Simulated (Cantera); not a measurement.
Input (Python, Cantera):

```python
import numpy as np
import cantera as ct

gas = ct.Solution("gri30.yaml")
gas.TPX = 1100, 1333, {'H2': 0.012, 'O2': 1}
inlet = ct.Reservoir(gas, clone=True)

reactor = ct.IdealGasConstPressureReactor(gas, energy="off", clone=False)
exhaust = ct.Reservoir(gas, clone=True)
tau = [0.35, 0.19, 0.11, 0.058, 0.032, 0.018, 0.0096, 0.0053, 0.0029, 0.0016][0]
for a, b in ((inlet, reactor), (reactor, exhaust)):
    ct.MassFlowController(a, b, mdot=lambda t: reactor.mass / tau)
net = ct.ReactorNet([reactor])
show = ['H2', 'O2', 'H2O2', 'OH', 'H2O']

rows = []
print(f"{'tau/s':>10s}{'T/K':>9s}" + "".join(f"{s:>11s}" for s in show))
for tau in [0.35, 0.19, 0.11, 0.058, 0.032, 0.018, 0.0096, 0.0053, 0.0029, 0.0016]:
    net.initial_time = 0.0
    net.advance(30 * tau)
    before = gas.X
    net.advance(40 * tau)
    drift = np.max(np.abs(gas.X - before) / (gas.X + 1e-9))
    rows.append([gas.T, *gas[show].X, drift])
    print(f"{tau:10.3e}{gas.T:9.1f}" + "".join(f"{x:11.3e}" for x in gas[show].X))
```

Result:

```
     tau/s      T/K         H2         O2       H2O2         OH        H2O
 3.500e-01   1100.0  1.567e-04  9.851e-01  3.000e-08  4.293e-04  1.147e-02
 1.900e-01   1100.0  2.254e-04  9.841e-01  3.400e-08  5.230e-04  1.130e-02
 1.100e-01   1100.0  3.167e-04  9.832e-01  3.875e-08  6.221e-04  1.110e-02
 5.800e-02   1100.0  4.817e-04  9.822e-01  4.649e-08  7.590e-04  1.078e-02
 3.200e-02   1100.0  7.267e-04  9.813e-01  5.675e-08  9.084e-04  1.036e-02
 1.800e-02   1100.0  1.101e-03  9.808e-01  7.030e-08  1.071e-03  9.809e-03
 9.600e-03   1100.0  1.757e-03  9.807e-01  8.925e-08  1.257e-03  8.972e-03
 5.300e-03   1100.0  2.746e-03  9.811e-01  1.088e-07  1.409e-03  7.868e-03
 2.900e-03   1100.0  4.300e-03  9.821e-01  1.221e-07  1.469e-03  6.320e-03
 1.600e-03   1100.0  6.579e-03  9.838e-01  1.089e-07  1.308e-03  4.263e-03
```

Model: GRI-Mech 3.0 (53 species, 325 reactions), integrated in Cantera. Radical loss at walls, strong at low pressure, is not modelled.
